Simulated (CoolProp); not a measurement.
Saturated liquid density (kg/m³) of ethane: the reference equation beside estimates from Tc = 305.3 K, pc = 4.872 MPa, ω = 0.099.

The numbers come from the reference Helmholtz-energy equation of state, Bücker 2006 in CoolProp.

```
T (K)   reference  van der Waals  Redlich-Kwong  Soave-Redlich-Kwong
-----  ----------  -------------  -------------  -------------------
208.6       512.4          334.1          486.0                490.0
211.7       508.1          331.3          480.9                485.2
214.8       503.7          328.4          475.8                480.2
217.9       499.3          325.4          470.5                475.2
221         494.8          322.4          465.1                470.0
224.1       490.2          319.3          459.6                464.7
227.3       485.4          316.1          453.8           (withheld)
230.4       480.7          312.8          448.0                453.4
233.5       475.8          309.5          442.1                447.7
236.6       470.9     (withheld)          436.0                441.8
239.7       465.8          302.7          429.8                435.7
242.8       460.6          299.1          423.4                429.4
246    (withheld)          295.4          416.6                422.7
```

Q: Fill in the missing entries.

A: 
- 227.3, Soave-Redlich-Kwong: 459.0
- 236.6, van der Waals: 306.2
- 246, reference: 455.1

Absolute difference from the reference over all 13 rows, mean and median: van der Waals 34.9 and 34.9 %, Redlich-Kwong 6.6 and 6.5 %, Soave-Redlich-Kwong 5.5 and 5.4 %.
